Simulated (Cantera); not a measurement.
A freely propagating, adiabatic, planar premixed flame of CO : H₂ : O₂ : N₂ = 1 : 0.042 : 0.724 : 2.72 (molar parts), unburnt at 350 K and 6.02 atm; mixture-averaged transport, grid criteria slope 0.08 and curve 0.16, no radiation.

Detailed kinetics in Cantera: GRI-Mech 3.0 (53 species, 325 reactions). The hydrogen kinetics of GRI-Mech 3.0 are dated; newer H2 mechanisms differ, most at raised pressure. Burning velocities carry a grid error of a few per cent, more on coarse grids.

Task: Predict: laminar burning velocity; thermal thickness.

Result: 
- laminar burning velocity = 18.6 cm/s
- thermal thickness = 0.179 mm
